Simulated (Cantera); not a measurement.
## Adiabatic ignition

An adiabatic, constant-volume homogeneous reactor starts with CH4 : C2H6 : O2 : N2 = 1 : 0.052 : 1.82 : 6.84 (molar parts), equivalence ratio 1.2, at 1023 K and 173 Torr.

Detailed kinetics in Cantera: GRI-Mech 3.0 (53 species, 325 reactions).

| t (s) | T (K) | P (bar) | x CH4 | x C2H6 | x O2 | x H2 | x NO | x O |
|---|---|---|---|---|---|---|---|---|
| 5.00e-6 | 1023 | 0.230 | 0.103 | 0.00535 | 0.187 | <1e-12 | <1e-12 | <1e-12 |
| 1.37e-5 | 1023 | 0.230 | 0.103 | 0.00535 | 0.187 | <1e-12 | <1e-12 | <1e-12 |
| 3.78e-5 | 1023 | 0.230 | 0.103 | 0.00535 | 0.187 | <1e-12 | <1e-12 | <1e-12 |
| 0.000104 | 1023 | 0.230 | 0.103 | 0.00535 | 0.187 | 1.13e-12 | <1e-12 | <1e-12 |
| 0.000285 | 1023 | 0.230 | 0.103 | 0.00535 | 0.187 | 7.45e-12 | <1e-12 | <1e-12 |
| 0.000783 | 1023 | 0.230 | 0.103 | 0.00535 | 0.187 | 5.30e-11 | <1e-12 | <1e-12 |
| 0.00215 | 1023 | 0.230 | 0.103 | 0.00535 | 0.187 | 3.93e-10 | <1e-12 | 1.99e-12 |
| 0.00592 | 1023 | 0.230 | 0.103 | 0.00535 | 0.187 | 3.10e-9 | <1e-12 | 5.22e-12 |
| 0.0163 | 1023 | 0.230 | 0.103 | 0.00535 | 0.187 | 3.04e-8 | <1e-12 | 1.55e-11 |
| 0.0447 | 1023 | 0.230 | 0.103 | 0.00535 | 0.187 | 5.51e-7 | <1e-12 | 1.01e-10 |
| 0.123 | 1024 | 0.230 | 0.103 | 0.00532 | 0.187 | 2.44e-5 | <1e-12 | 1.16e-9 |
| 0.337 | 1031 | 0.232 | 0.102 | 0.00505 | 0.186 | 0.000372 | <1e-12 | 6.51e-9 |
| 0.927 | 2697 | 0.649 | <1e-12 | <1e-12 | 0.00745 | 0.0333 | 0.00546 | 0.00384 |
| 2.55 | 2697 | 0.649 | <1e-12 | <1e-12 | 0.00745 | 0.0333 | 0.00546 | 0.00384 |
| 7.00 | 2697 | 0.649 | <1e-12 | <1e-12 | 0.00745 | 0.0333 | 0.00546 | 0.00384 |
x: mole fraction; the columns are a selection and need not sum to one.

```json
{
  "time_of_steepest_temperature_rise": "0.460 s",
  "temperature at 7.00 s": "2697 K",
  "equilibrium_temperature": "2697 K",
  "x(CH4) at 7.00 s": "<1e-12 (gas-phase equilibrium <1e-12)",
  "x(C2H6) at 7.00 s": "<1e-12 (gas-phase equilibrium <1e-12)",
  "x(O2) at 7.00 s": "0.00745 (gas-phase equilibrium 0.00745)"
}
```
